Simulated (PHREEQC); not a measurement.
Phosphoric acid bath: an equilibrium model

Dissolve 0.23 mol/kgw H3PO4, 0.00028 mol/kgw K2HPO4 and 0.00071 mol/kgw ZnSO4 at 20 °C. Closed to the air; pH follows from the charge balance.

All values are PHREEQC results (ion-association model, wateq4f.dat), not measurements.

```yaml
pH: 1.43
ionic_strength: 0.0459 mol/kgw
total_alkalinity: -230 meq/kg
```

```json
[
 {"species": "H3PO4", "molality": "0.186", "activity": "0.188", "log γ": "0.005"},
 {"species": "H2PO4-", "molality": "0.0441", "activity": "0.0368", "log γ": "-0.079"},
 {"species": "H+", "molality": "0.0430", "activity": "0.0369", "log γ": "-0.066"},
 {"species": "Zn+2", "molality": "0.000701", "activity": "0.000347", "log γ": "-0.305"},
 {"species": "K+", "molality": "0.000560", "activity": "0.000459", "log γ": "-0.086"},
 {"species": "HSO4-", "molality": "0.000455", "activity": "0.000377", "log γ": "-0.082"},
 {"species": "SO4-2", "molality": "0.000245", "activity": "0.000117", "log γ": "-0.323"},
 {"species": "ZnSO4", "molality": "9.04e-6", "activity": "9.13e-6", "log γ": "0.005"},
 {"species": "KSO4-", "molality": "4.12e-7", "activity": "3.44e-7", "log γ": "-0.079"},
 {"species": "HPO4-2", "molality": "1.26e-7", "activity": "6.01e-8", "log γ": "-0.321"},
 {"species": "Zn(SO4)2-2", "molality": "1.92e-8", "activity": "9.01e-9", "log γ": "-0.329"}
]
```

Precipitation was switched off in this run. Species that the database lacks are ignored. H3PO4, which wateq4f.dat lacks, is added to it with the constant of phreeqc.dat. The database has no phosphate complexes of Zn.
